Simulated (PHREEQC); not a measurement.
A solution holds 0.0122 mol HF, 0.0024 mol NH4F and 0.048 mol H2SiF6 per kg of water, at 53 °C. It is in equilibrium with CO2 at log p = -3.4 (atm). Otherwise closed; pH follows from the charge balance.

Equilibrium calculation in PHREEQC: ion-association model, phreeqc.dat.

### Question
The ionic strength comes out as 0.141 mol/kgw. What activity coefficients do F-, NH4+, SiF6-2, HF2-, H+ get?

### Answer
F- 0.72, NH4+ 0.70, SiF6-2 0.32, HF2- 0.75, H+ 0.80.

No solid was allowed to form. Saturation is exceeded, for instance for Quartz (slow to form), Chalcedony (slow to form); the values hold only as long as no solid forms. Constants without temperature data keep their 25 °C values here. SiF6-2 is the database's only silicon fluoride.
